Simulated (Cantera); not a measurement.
A perfectly stirred reactor is fed with H2 : O2 : N2 = 0.31 : 1 : 0.57 (molar parts), at 0.00602 atm; it is held at 1425 K, and followed from long to short residence time.

Cantera simulation using the H2/O2 subset of GRI-Mech 3.0, which has no nitrogen chemistry; the numbers are that mechanism's predictions, not measurements. Radical loss at walls, strong at low pressure, is not modelled. The temperature is held fixed by assumption; the heat of reaction is taken as removed at once.

### Question
Predict: x(H2) at τ = 1.30 s; x(O2) at τ = 1.30 s; x(H2O) at τ = 1.30 s; x(O) at τ = 1.30 s; x(H2O2) at τ = 1.30 s; x(H2) at τ = 96.0 ms; x(O2) at τ = 96.0 ms; x(H2O) at τ = 96.0 ms; x(O) at τ = 96.0 ms; x(H2O2) at τ = 96.0 ms.

### Answer
- x(H2) at τ = 1.30 s: 0.00226
- x(O2) at τ = 1.30 s: 0.477
- x(H2O) at τ = 1.30 s: 0.169
- x(O) at τ = 1.30 s: 0.0131
- x(H2O2) at τ = 1.30 s: 5.14e-8
- x(H2) at τ = 96.0 ms: 0.00745
- x(O2) at τ = 96.0 ms: 0.449
- x(H2O) at τ = 96.0 ms: 0.142
- x(O) at τ = 96.0 ms: 0.0469
- x(H2O2) at τ = 96.0 ms: 6.52e-8
